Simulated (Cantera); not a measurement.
## Abatement and gas-phase synthesis: CO₂ + O₂ + N₂

Charge: 1 mol CO₂, 2.2 mol O₂, 0.55 mol N₂, equilibrated at 8500 Pa.

These are equilibrium values from Cantera (NASA tables, ideal gas, pure condensed phases), not measurements of a reactor. Candidate condensed phases: C; 24 gas species. Equilibrium is a limit: real reactors are often held back by kinetics, nucleation or transport.

| T (°C) | x O₂ | x O | x CO₂ | x CO | x N₂ | x NO |
|---|---|---|---|---|---|---|
| 1252 | 0.586 | 1.49e-5 | 0.267 | 8.45e-6 | 0.146 | 0.000993 |
| 1402 | 0.586 | 8.97e-5 | 0.267 | 6.11e-5 | 0.146 | 0.00189 |
| 1552 | 0.585 | 0.000403 | 0.266 | 0.000317 | 0.145 | 0.00324 |
| 1702 | 0.583 | 0.00144 | 0.265 | 0.00127 | 0.144 | 0.00509 |
| 1852 | 0.580 | 0.00432 | 0.261 | 0.00415 | 0.142 | 0.00748 |
| 2002 | 0.575 | 0.0112 | 0.252 | 0.0113 | 0.140 | 0.0104 |
| 2152 | 0.565 | 0.0255 | 0.234 | 0.0261 | 0.136 | 0.0137 |
| 2302 | 0.547 | 0.0526 | 0.202 | 0.0508 | 0.131 | 0.0172 |
| 2452 | 0.515 | 0.0987 | 0.159 | 0.0834 | 0.123 | 0.0204 |
| 2602 | 0.465 | 0.169 | 0.112 | 0.116 | 0.114 | 0.0231 |
| 2752 | 0.393 | 0.265 | 0.0711 | 0.141 | 0.105 | 0.0245 |
| 2902 | 0.306 | 0.379 | 0.0411 | 0.154 | 0.0953 | 0.0245 |
| 3052 | 0.216 | 0.494 | 0.0222 | 0.158 | 0.0873 | 0.0230 |
x: gas mole fraction; nothing condenses.

From 1252 °C to 3052 °C nothing is condensed. The main C-bearing gas is CO₂ at 1252 °C and CO at 3052 °C.
